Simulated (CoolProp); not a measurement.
A Linde-Hampson liquefier for normal hydrogen: isothermal reversible compression at 200 K from 1 atm to 40 MPa, throttling to 1 atm, return gas leaving the recuperator 10 K below the feed. Each further row changes one setting.

Computed with CoolProp (reference Helmholtz-energy equation of state, Leachman 2009).

```tsv
case	compression work (kJ/kg of gas)
as stated	5200
high pressure 80 MPa	6070
warm-end temperature 230 K	5950
warm-end gap 15 K	5200
```
